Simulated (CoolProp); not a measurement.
Model: reference Helmholtz-energy equation of state, Lemmon 2006, in CoolProp. It is a short technical equation, of lower accuracy than the large ones.

### Question
Give the vapour pressure (kPa), liquid density (kg/m³), vapour density (kg/m³) of saturated CH3F (R41) at 212.9, 270.5 K.

### Answer
| T (K) | p (kPa) | liquid density (kg/m³) | vapour density (kg/m³) |
|---|---|---|---|
| 212.9 | 250 | 842 | 5.20 |
| 270.5 | 1900 | 688 | 39.3 |
